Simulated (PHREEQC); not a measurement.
Polishing slurry liquid: an equilibrium model

A solution holds 0.01 mol KOH, 0.00015 mol Al(NO3)3 and 5.3e-05 mol CO2 per kg of water, at 25 °C. Closed to the air; pH follows from the charge balance.

All values are PHREEQC results (ion-association model, phreeqc.dat), not measurements.

No solid was allowed to form.

Q: Predict the pH.

A: pH 11.92.

Q: In which forms is C present?

A: CO3-2 98 %, HCO3- 1.9 % of the C.
